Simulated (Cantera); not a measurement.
A perfectly stirred reactor is fed with 4.69 % CO, 1.55 % H2, 2.39 % CH4, 16.8 % O2, 63.3 % N2, 4.69 % H2O, 6.56 % CO2, at 1.00 atm; it is adiabatic with a 450 K inlet, and is followed from long to short residence time, starting on the burning branch (τ in s: 0.4, 0.14, 0.048, 0.016, 0.0056, 0.0019, 0.00067, 0.00023, 7.9e-05, 2.7e-05).

Computed with Cantera and GRI-Mech 3.0 (53 species, 325 reactions).

x: mole fraction; the columns are a selection and need not sum to one.

| τ (s) | T (K) | x CO | x H2 | x CH4 | x H2O | x C2H |
|---|---|---|---|---|---|---|
| 0.40 | 1475 | 0.000258 | 2.54e-5 | 6.01e-6 | 0.113 | <1e-12 |
| 0.14 | 1472 | [?] | [?] | [?] | 0.113 | <1e-12 |
| 0.048 | 1466 | 0.00109 | 0.000106 | 2.35e-5 | 0.113 | <1e-12 |
| 0.016 | 1454 | 0.00232 | 0.000221 | 4.88e-5 | 0.113 | <1e-12 |
| 0.0056 | 1430 | 0.00487 | 0.000443 | 0.000104 | 0.112 | <1e-12 |
| 0.0019 | 1373 | 0.0113 | 0.000944 | 0.000275 | 0.111 | <1e-12 |
| 0.00067 | 450 | 0.0469 | 0.0155 | 0.0239 | 0.0469 | <1e-12 |
| 0.00023 | 450 | 0.0469 | 0.0155 | 0.0239 | 0.0469 | <1e-12 |
| 7.9e-5 | 450 | 0.0469 | 0.0155 | 0.0239 | 0.0469 | <1e-12 |
| 2.7e-5 | 450 | 0.0469 | 0.0155 | 0.0239 | 0.0469 | <1e-12 |

**Question.** Complete the blanks.

**Answer.** 
- 0.14, x CO: 0.000526
- 0.14, x H2: 5.15e-5
- 0.14, x CH4: 1.18e-5
